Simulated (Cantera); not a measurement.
Input: 1 mol FeCl3, 6.6 mol H2O, 16 mol H2, held at 75.0 Torr.

These are equilibrium values from Cantera (NASA tables, ideal gas, pure condensed phases), not measurements of a reactor. Candidate condensed phases: Fe, FeCl2, FeCl3, FeO, Fe(OH)2, Fe(OH)3, Fe2O3, Fe3O4, H2O; 22 gas species. The numbers say what is thermodynamically allowed, not how fast it happens.

Q: At 1923 K, list the 6 most abundant gas species with their mole fractions, and the condensed phases.

A: H2 0.616, H2O 0.273, HCl 0.0909, FeCl2 0.0165, H 0.00234, Fe 0.00148. Condensed: Fe(l).
